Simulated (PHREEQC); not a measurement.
A PHREEQC speciation (ion-association model, phreeqc.dat) at 65 °C gives pH 5.43 and these molalities:

| species | mol/kgw |
|---|---|
| Na+ | 0.132 |
| SO4-2 | 0.0906 |
| MnSO4 | 0.0342 |
| ZnSO4 | 0.0262 |
| Mn+2 | 0.0228 |
| Zn+2 | 0.0227 |
| NaSO4- | 0.0159 |
| Zn(SO4)2-2 | 0.0130 |
| ZnOH+ | 2.95e-5 |
| HSO4- | 2.57e-5 |

Problem. What are the element totals, and what could have been dissolved in 1 kg of water to give them?

Solution. Several could match; the one computed here: totals Mn(2) 0.0570, Na 0.148, S(6) 0.193, Zn 0.0620 mol/kgw, from 62 mmol/kgw ZnSO4, 57 mmol/kgw MnSO4 and 74 mmol/kgw Na2SO4.

No solid was allowed to form. Species that the database lacks are ignored. At this temperature some constants are extrapolated from 25 °C, and those without enthalpy data are left unchanged.
